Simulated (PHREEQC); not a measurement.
# Metal-bearing waste water: an equilibrium model

Make-up at 25 °C: 0.0063 mol FeCl3, 0.0014 mol Na2SeO4, 0.00026 mol NaF and 0.00012 mol Na2SO4 per kg of water. Closed to the air; pH follows from the charge balance.

Computed with PHREEQC (ion-association model, wateq4f.dat).

Each row changes one thing in this solution. This is a speciation only: nothing precipitates in the calculation.

```csv
case,pH,ionic strength (mol/kgw),FeOH+2 (mol/kgw),Fe+3 (mol/kgw),Fe2(OH)2+4 (mol/kgw),FeCl+2 (mol/kgw),SI of Fe(OH)3(a) (Fe(OH)3),SI of Goethite (FeOOH)
as made,2.50,0.0348,0.00217,0.00192,0.000521,0.000488,-0.65,+5.24
Na2SO4 left out,2.50,0.0349,0.00218,0.00196,0.000531,0.000497,-0.66,+5.23
Na2SO4 replaced by NaNO3 at the same molality,2.50,0.0351,0.00218,0.00196,0.000531,0.000497,-0.66,+5.23
0.00028 mol/kgw H3PO4 added,2.50,0.0345,0.00208,0.00186,___,0.000475,-0.68,+5.21
FeCl3 from 0.0063 to 0.00063 mol/kgw,3.35,0.00688,___,2.41e-5,3.16e-6,8.77e-7,+0.22,+6.11
```

Q: Some entries are withheld; supply them.

A: 
- 0.00028 mol/kgw H3PO4 added, Fe2(OH)2+4 (mol/kgw): 0.000477
- FeCl3 from 0.0063 to 0.00063 mol/kgw, FeOH+2 (mol/kgw): 0.000240

Species that the database lacks are ignored. Some of these states are supersaturated (in Hematite (slow to form), Goethite (slow to form), Strengite, for instance). H3PO4, which wateq4f.dat lacks, is added to it with the constant of phreeqc.dat. Fluoro complexes past AlF4- and FeF3 are missing from the database.
